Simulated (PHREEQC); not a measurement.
Solution (90 °C): 0.0035 mol/kgw CaSO4. Closed to the air; pH follows from the charge balance.

The numbers come from PHREEQC with the ion-association model, phreeqc.dat.

```json
[
 {"quantity": "pH", "before": "6.34", "after": "2.73"},
 {"quantity": "ionic strength (mol/kgw)", "before": "0.0109", "after": "0.00744"},
 {"quantity": "SO4-2 (mol/kgw)", "before": "0.00274", "after": "0.00197"},
 {"quantity": "HSO4- (mol/kgw)", "before": "4.65e-7", "after": "0.00145"}
]
```

### Question
Which change was made?
A) CaSO4 replaced by (NH4)2SO4 at the same molality
B) CaSO4 replaced by KHSO4 at the same molality
C) 0.00081 mol/kgw KCl added
D) temperature from 90 to 60 °C

### Answer
B, CaSO4 replaced by KHSO4 at the same molality

Precipitation was switched off in this run. At this temperature some constants are extrapolated from 25 °C, and those without enthalpy data are left unchanged.
